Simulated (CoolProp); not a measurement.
n-perfluoropentane at 459.12 K and 1.98 MPa is compressed adiabatically to 6.16 MPa with isentropic efficiency 0.9. Each further row changes one setting.

Model: reference Helmholtz-energy equation of state, Gao 2022, in CoolProp.

```csv
case,work (kJ/kg),final temperature (K),final density (kg/m³)
as stated,(withheld),493.7,(withheld)
efficiency 1,(withheld),(withheld),(withheld)
efficiency 0.65,(withheld),(withheld),(withheld)
```

Q: Fill in the missing entries.

A: 
- as stated, work (kJ/kg): 10.4
- as stated, final density (kg/m³): 760
- efficiency 1, work (kJ/kg): 9.34
- efficiency 1, final temperature (K): 492.9
- efficiency 1, final density (kg/m³): 765
- efficiency 0.65, work (kJ/kg): 14.4
- efficiency 0.65, final temperature (K): 496.7
- efficiency 0.65, final density (kg/m³): 743
